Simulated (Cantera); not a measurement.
Cantera run, input and output.

```python
import numpy as np
import cantera as ct

gas = ct.Solution("h2o2.yaml")
gas.TPX = 600, 460000, {'H2': 1, 'O2': 0.746, 'N2': 2.61}
flame = ct.FreeFlame(gas, width=0.014)
flame.set_refine_criteria(ratio=3, slope=0.08, curve=0.16)
flame.transport_model = "mixture-averaged"
flame.solve(loglevel=0, auto=True)
z, T = flame.grid, flame.T
thick = (T[-1] - T[0]) / np.gradient(T, z).max()
show = ['H2', 'O2', 'HO2', 'H2O2', 'H', 'OH']
print(f"laminar burning velocity  {flame.velocity[0] * 100:.3f} cm/s")
print(f"burnt temperature         {T[-1]:.1f} K")
print(f"thermal thickness         {thick * 1e3:.4f} mm")
print(f"grid points               {len(z)}")
z0 = z[flame.heat_release_rate.argmax()]
print(f"{'z/mm':>9s}{'T/K':>9s}{'u/(m/s)':>9s}" + "".join(f"{s:>11s}" for s in show))
rows = []
for k in (-3, -2, -1.5, -1, -0.5, -0.25, 0, 0.25, 0.5, 1, 2, 4, 8):
    zz = z0 + k * thick
    rows.append([k * thick, np.interp(zz, z, T), np.interp(zz, z, flame.velocity),
                 *(np.interp(zz, z, flame.X[gas.species_index(s)]) for s in show)])
    print(f"{rows[-1][0] * 1e3:9.3f}{rows[-1][1]:9.1f}{rows[-1][2]:9.3f}" + "".join(f"{x:11.3e}" for x in rows[-1][3:]))
```

It prints:

```
laminar burning velocity  412.163 cm/s
burnt temperature         2243.2 K
thermal thickness         0.0623 mm
grid points               109
     z/mm      T/K  u/(m/s)         H2         O2        HO2       H2O2          H         OH
   -0.187    600.0    4.121  2.295e-01  1.713e-01  1.435e-09  7.378e-11  7.882e-14  1.307e-13
   -0.125    600.0    4.120  2.291e-01  1.714e-01  4.083e-08  2.160e-09  6.152e-12  1.003e-11
   -0.093    600.4    4.115  2.277e-01  1.717e-01  6.585e-07  3.598e-08  1.494e-10  2.392e-10
   -0.062    602.8    4.109  2.229e-01  1.727e-01  8.918e-06  4.990e-07  6.492e-09  6.305e-09
   -0.031    683.5    4.511  1.918e-01  1.760e-01  6.092e-04  4.029e-05  6.251e-05  6.654e-05
   -0.016    968.7    6.191  1.447e-01  1.663e-01  7.157e-04  8.710e-05  1.836e-03  9.413e-04
    0.000   1366.5    8.560  8.355e-02  1.327e-01  3.894e-04  2.621e-05  8.367e-03  3.573e-03
    0.016   1655.7   10.303  3.900e-02  9.576e-02  2.149e-04  5.859e-06  1.267e-02  8.585e-03
    0.031   1821.9   11.299  2.053e-02  7.737e-02  1.320e-04  3.458e-06  1.150e-02  1.230e-02
    0.062   1986.9   12.250  1.127e-02  6.824e-02  7.062e-05  2.044e-06  6.737e-03  1.407e-02
    0.125   2114.6   12.955  6.430e-03  6.575e-02  3.407e-05  1.271e-06  2.672e-03  1.240e-02
    0.249   2193.3   13.375  2.977e-03  6.521e-02  1.545e-05  8.165e-07  7.787e-04  9.132e-03
    0.498   2229.7   13.565  1.280e-03  6.544e-02  8.538e-06  5.921e-07  2.179e-04  6.303e-03
```

Detailed kinetics in Cantera: the H2/O2 subset of GRI-Mech 3.0, which has no nitrogen chemistry. The hydrogen kinetics of GRI-Mech 3.0 are dated; newer H2 mechanisms differ, most at raised pressure. Burning velocities carry a grid error of a few per cent, more on coarse grids. Lean hydrogen flames are cellular in practice and burn faster than this planar one.
